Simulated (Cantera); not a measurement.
A Cantera script and what it prints.

```python
import numpy as np
import cantera as ct

gas_names = """
    Fe FeO O O2 O3 S SO SO2 SO3 S2 S2O S8
""".split()
cond_names = """
    Fe(a) Fe(c) Fe(d) Fe(L) FeO(s) FeO(L) FeS(a) FeS(b) FeS(c) FeS(L) FeSO4(s) FeS2(s) Fe2O3(s)
    Fe2S3O12(s) Fe3O4(s) S(cr1) S(cr2) S(L)
""".split()


# ... load() reads the species with a 1 bar reference pressure and builds the phases ...
atoms = {
    'FeS': {'Fe': 1, 'S': 1},
    'SO2': {'S': 1, 'O': 2},
    'O2': {'O': 2},
    'SO3': {'S': 1, 'O': 3},
}
top_T = {'FeSO4(s)': 950, 'FeS2(s)': 1010, 'Fe2O3(s)': 1830, 'Fe2S3O12(s)': 1100, 'Fe3O4(s)': 1870}  # K; cautious upper limits of use, not melting points


# ... equilibrate(T, P, feed) seeds the gas with the atoms and calls Mixture.equilibrate('TP', solver="vcs", rtol=1e-11, max_steps=5000) ...
results = []
T = 775  # K
P = 1000  # Pa
for m in [0.56, 0.72, 0.93, 1.2, 1.5, 2, 2.6, 3.3, 4.2, 5.4, 7, 9]:
    feed = {'FeS': 1, 'SO2': 0.19, 'O2': m, 'SO3': 0.46}  # mol
    mix = equilibrate(T, P, feed)
    results.append((T, P, feed, dict(zip(mix.species_names, mix.species_moles))))

top = {s: max(r[3][s] / sum(r[3][g] for g in gas_names) for r in results) for s in gas_names}
cols = sorted((s for s in top if top[s] > 0.0001), key=lambda s: -top[s])[:8]
seen = [c for c in cond_names if any(r[3].get(c, 0) > 1e-12 for r in results)]
print("log10 of partial pressures in bar; condensed amounts in mol")
print(f"{'n(O2)':>10s}" + "".join(f"{s[:9]:>10s}" for s in cols + seen))
for T, P, feed, n in results:
    ng = sum(n[g] for g in gas_names)
    print(f"{feed['O2']:10.4g}" + "".join(f"{np.log10(max(n[s] / ng * P / 1e5, 1e-99)):10.3f}" for s in cols)
          + "".join(f"{n.get(c, 0):10.4g}" for c in seen))
```

It prints:

```
log10 of partial pressures in bar; condensed amounts in mol
     n(O2)       SO2        O2       SO3        S2       S2O   FeS2(s)  Fe2O3(s) Fe2S3O12(  Fe3O4(s)
      0.56    -2.004   -20.516   -10.517    -4.097    -5.249    0.3224         0         0    0.2259
      0.72    -2.004   -20.516   -10.517    -4.097    -5.249    0.2617         0         0    0.2461
      0.93    -2.004   -20.516   -10.517    -4.097    -5.249    0.1819         0         0    0.2727
       1.2    -2.004   -20.516   -10.517    -4.097    -5.249    0.0794         0         0    0.3069
       1.5    -2.000   -17.855    -9.183    -9.410    -9.233         0      0.38         0      0.08
         2    -2.021    -6.090    -3.322   -32.983   -26.923         0    0.1916    0.3084         0
       2.6    -3.182    -2.193    -2.534   -43.100   -35.091         0         0       0.5         0
       3.3    -3.662    -2.063    -2.949   -44.320   -36.246         0         0       0.5         0
       4.2    -3.931    -2.034    -3.203   -44.916   -36.827         0         0       0.5         0
       5.4    -4.054    -2.025    -3.322   -45.178   -37.085         0   0.01127    0.4887         0
         7    -4.054    -2.025    -3.322   -45.178   -37.085         0   0.04336    0.4566         0
         9    -4.054    -2.025    -3.322   -45.178   -37.085         0   0.08348    0.4165         0
```

These are equilibrium values from Cantera (NASA tables, ideal gas, pure condensed phases), not measurements of a reactor. Gases not in the tables: S3 to S7.
